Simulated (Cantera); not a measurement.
Feed: 1 mol PbO, 4.5 mol C, 0.92 mol H2, at 1350 °C and 28.0 Pa.

Cantera equilibrium calculation (NASA polynomials, part measured and part estimated; ideal gas, pure solids and liquids). Candidate condensed phases: C, C6H6, C7H8, C8H18, H2O, Pb, PbO, PbO2, Pb3O4; 113 gas species. The numbers say what is thermodynamically allowed, not how fast it happens.

Base state: CO 0.342, Pb 0.342, H2 0.314, H 0.00232, C2H2 (acetylene) 1.09e-5 (mole fractions); condensed: C(graphite).

Question: What changes in the equilibrium state with this change: pressure from 28.0 Pa to 20.0 mbar?

Answer: 
```tsv
species	before	after
CO	0.342	0.342
Pb	0.342	0.342
H2	0.314	0.315
H	0.00232	0.000275
Pb2	3.84e-7	2.75e-5
C2H2 (acetylene)	1.09e-5	1.10e-5
C(graphite), mol	3.50	3.50
```

Question: What changes in the equilibrium state with this change: C from 4.5 to 0.31 mol?

Answer: 
```csv
species,before,after
Pb,0.342,0.447
H2O,2.27e-8,0.259
H2,0.314,0.152
CO,0.342,0.0897
CO2,7.99e-9,0.0492
PbO,<1e-9,0.000618
OH,<1e-9,0.000115
C2H2 (acetylene),1.09e-5,<1e-9
H,0.00232,0.00161
"C(graphite), mol",3.50,0
```
